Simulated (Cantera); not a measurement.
Equilibrium for carbothermic reduction: PbO + CH4 + H2

Charge: 1 mol PbO, 2.2 mol CH4, 3.5 mol H2, equilibrated at 1.00 bar.

Equilibrium computed with Cantera from the NASA thermochemical tables; the gas is ideal and each condensed phase is pure. Candidate condensed phases: C, C6H6, C7H8, C8H18, H2O, Pb, PbO, PbO2, Pb3O4; 113 gas species. Equilibrium is a limit: real reactors are often held back by kinetics, nucleation or transport.

```csv
T (K),x H2,x CO,x Pb,x CH4,x H2O,x H,n C(graphite),n Pb(l)
1048,0.842,0.0991,4.47e-5,0.0414,0.0156,7.09e-9,1.00,1.000
1148,0.867,0.109,0.000280,0.0179,0.00456,6.67e-8,1.09,0.998
1248,0.877,0.112,0.00130,0.00857,0.00151,4.37e-7,1.14,0.989
1348,0.878,0.112,0.00478,0.00450,0.000573,2.17e-6,1.17,0.957
1448,0.872,0.111,0.0146,0.00254,0.000245,8.61e-6,1.18,0.868
1548,0.852,0.108,0.0384,0.00149,0.000113,2.84e-5,1.19,0.644
1648,0.807,0.102,0.0898,0.000872,5.37e-5,8.00e-5,1.19,0.121
1748,0.797,0.101,0.101,0.000584,3.00e-5,0.000204,1.19,0
1848,0.797,0.101,0.101,0.000418,1.82e-5,0.000473,1.19,0
1948,0.796,0.101,0.101,0.000310,1.17e-5,0.00101,1.19,0
2048,0.795,0.101,0.101,0.000237,7.81e-6,0.00200,1.18,0
2148,0.793,0.101,0.101,0.000185,5.42e-6,0.00371,1.17,0
2248,0.789,0.101,0.101,0.000148,3.89e-6,0.00653,1.15,0
```
x: gas mole fraction; n: condensed amount in mol.

From 1048 K to 1648 K the condensed part is C(graphite) + Pb(l). From 1748 K to 2248 K the condensed part is C(graphite). The main Pb-bearing gas is Pb throughout.
